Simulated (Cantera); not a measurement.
What does this Cantera script print?

```python
import numpy as np
import cantera as ct

gas_names = """
    CL CLO CL2 H HCL HOCL HO2 H2 H2O H2O2 O OH O2 O3 Si SiCL SiCL2 SiCL3 SiCL4 SiH SiHCL3 SiH2 SiH2CL2
    SiH3 SiH3CL SiH4 SiO SiO2 Si2 Si3
""".split()
cond_names = """
    H2O(s) H2O(L) Si(cr) Si(L) SiO2(Lqz) SiO2(hqz) SiO2(L)
""".split()


# ... load() reads the species with a 1 bar reference pressure and builds the phases ...
atoms = {
    'SiO2': {'Si': 1, 'O': 2},
    'HCl': {'H': 1, 'CL': 1},
    'H2': {'H': 2},
}
top_T = {}  # K; cautious upper limits of use, not melting points


# ... equilibrate(T, P, feed) seeds the gas with the atoms and calls Mixture.equilibrate('TP', solver="vcs", rtol=1e-11, max_steps=5000) ...
results = []
feed = {'SiO2': 1, 'HCl': 53, 'H2': 0.5}  # mol
T = 1375  # K
P = 61  # Pa
mix = equilibrate(T, P, feed)
results.append((T, P, feed, dict(zip(mix.species_names, mix.species_moles))))
print(gas.report(threshold=0.0001))
for i in range(1, mix.n_phases):
    print(f"{mix.phase(i).name:16s} {mix.phase_moles(i):12.5e} mol")
```

It prints:

```
       temperature   1375 K
          pressure   61 Pa
           density   0.00019272 kg/m^3
  mean mol. weight   36.119 kg/kmol
   phase of matter   gas

                          1 kg             1 kmol
                     ---------------   ---------------
          enthalpy       -1.6034e+06       -5.7914e+07  J
   internal energy         -1.92e+06       -6.9347e+07  J
           entropy            8161.2        2.9477e+05  J/K
    Gibbs function       -1.2825e+07       -4.6322e+08  J
 heat capacity c_p            927.21             33489  J/K
 heat capacity c_v            697.01             25175  J/K

                      mass frac. Y      mole frac. X     chem. pot. / RT
                     ---------------   ---------------   ---------------
                CL          0.001121         0.0011422           -25.448
               HCL           0.99812           0.98883           -40.633
                H2        0.00055227         0.0098944           -30.371
     [  +27 minor]        0.00020399        0.00013353

Si(cr)            0.00000e+00 mol
SiO2(hqz)         9.97765e-01 mol
```

Equilibrium computed with Cantera from the NASA thermochemical tables; the gas is ideal and each condensed phase is pure. The tables hold silica as quartz up to 1696 K and as liquid above; real silica turns to tridymite and cristobalite and melts near 1996 K.
